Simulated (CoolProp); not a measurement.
Vapour-liquid equilibrium of ethylene (1) + ethane (2) at 232.3 K; x and y are mole fractions of (1).

Model: multi-fluid Helmholtz-energy mixture model, Smukala 2000 and Bücker 2006; pair parameters Bell 2016, in CoolProp.

| x | bubble pressure, mixture model (MPa) | bubble pressure, Raoult's law (MPa) | y, mixture model | y, Raoult's law |
|---|---|---|---|---|
| 0.05 | 0.7956 | 0.7890 | 0.089 | 0.090 |
| 0.125 | 0.8515 | 0.8384 | 0.205 | 0.211 |
| 0.2 | 0.9041 | 0.8879 | 0.305 | 0.319 |
| 0.275 | 0.9542 | 0.9373 | 0.393 | 0.415 |
| 0.35 | 1.003 | 0.9868 | 0.474 | 0.502 |
| 0.425 | 1.050 | 1.036 | 0.548 | 0.581 |
| 0.5 | 1.097 | 1.086 | 0.617 | 0.652 |
| 0.575 | 1.143 | 1.135 | 0.683 | 0.717 |
| 0.65 | 1.190 | 1.185 | 0.745 | 0.777 |
| 0.725 | 1.237 | 1.234 | 0.805 | 0.832 |
| 0.8 | 1.285 | 1.284 | 0.861 | 0.882 |
| 0.875 | 1.333 | 1.333 | 0.915 | 0.929 |
| 0.95 | 1.382 | 1.382 | 0.967 | 0.973 |

The largest gap from Raoult's law is +1.8 % in bubble pressure, at x = 0.2. No azeotrope shows between x = 0.05 and 0.95.

The pair parameters rest on a limited set of measurements; away from them the model extrapolates.
